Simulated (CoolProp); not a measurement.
Dimethyl carbonate along the isobar 269 kPa: Z from the reference equation and from simpler models built on Tc = 557.0 K, pc = 4909 kPa, ω = 0.346; each cubic takes its own stable root.

Values from CoolProp's reference Helmholtz-energy equation of state, Zhou 2011.

```json
[
 {"T (K)": "392.7", "phase": "liquid", "reference": "0.007973"},
 {"T (K)": "403.5", "phase": "gas", "reference": "0.9440"},
 {"T (K)": "414.3", "phase": "gas", "reference": "0.9489"},
 {"T (K)": "425.1", "phase": "gas", "reference": "0.9532"},
 {"T (K)": "435.9", "phase": "gas", "reference": "0.9571"},
 {"T (K)": "446.7", "phase": "gas", "reference": "0.9605"},
 {"T (K)": "457.5", "phase": "gas", "reference": "0.9635"},
 {"T (K)": "468.3", "phase": "gas", "reference": "0.9662"},
 {"T (K)": "479.1", "phase": "gas", "reference": "0.9687"},
 {"T (K)": "489.9", "phase": "gas", "reference": "0.9709"},
 {"T (K)": "500.7", "phase": "gas", "reference": "0.9729"},
 {"T (K)": "511.5", "phase": "gas", "reference": "0.9747"},
 {"T (K)": "522.3", "phase": "gas", "reference": "0.9764"},
 {"T (K)": "533.1", "phase": "gas", "reference": "0.9779"},
 {"T (K)": "543.9", "phase": "gas", "reference": "0.9793"},
 {"T (K)": "554.7", "phase": "gas", "reference": "0.9806"}
]
```

How far does each simpler model (Redlich-Kwong, Soave-Redlich-Kwong) lie from the reference over these 16 states: mean and median of the absolute difference, and the worst?


- Redlich-Kwong: mean 737.5 %, median 0.2 %, worst +11795.1 % at 392.7 K and 269 kPa
- Soave-Redlich-Kwong: mean 0.8 %, median 0.0 %, worst +12.0 % at 392.7 K and 269 kPa

At some of these states Redlich-Kwong gives the other phase, because its saturation line lies elsewhere.
